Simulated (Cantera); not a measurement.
A closed system holds: 1 mol CCl4, 0.29 mol HCl, at 3500 K and 1.30 mbar.

These are equilibrium values from Cantera (NASA tables, ideal gas, pure condensed phases), not measurements of a reactor. Candidate condensed phases: C, C6H6, C7H8, C8H18; 91 gas species. The tables' values for CCl are old estimates; treat these amounts as uncertain. The numbers say what is thermodynamically allowed, not how fast it happens.

Base state: Cl 0.786, C 0.145, H 0.0528, C2 0.0102, C3 0.00579, HCl 0.000233, CCl 2.72e-5, C2H 1.45e-5 (mole fractions); condensed: gas only.

Task: What changes in the equilibrium state with this change: HCl from 0.29 to 0.11 mol?

Result: 
```
species    before    after
-------  --------  -------
Cl          0.786    0.807
C           0.145    0.153
H          0.0528   0.0215
C2         0.0102   0.0113
H2        1.04e-5  1.72e-6
HCl      0.000233  9.75e-5
C2H       1.45e-5  6.54e-6
```
